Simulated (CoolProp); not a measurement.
Vapour-liquid equilibrium of trans-2-butene (1) + acetone (2) at 386.6 K; x and y are mole fractions of (1).

Computed with CoolProp (multi-fluid Helmholtz-energy mixture model, Lemmon 2005 and Lemmon 2006; pair parameters Bell 2016).

Task: Give the bubble pressure and the first vapour's composition at x = 0.15, 0.65, 0.75. Is there an azeotrope?

Result: x = 0.15: 0.9120 MPa, y = 0.461; x = 0.65: 1.660 MPa, y = 0.802; x = 0.75: 1.756 MPa, y = 0.846. No azeotrope shows between x = 0.05 and 0.95.

The pair parameters rest on a limited set of measurements; away from them the model extrapolates.
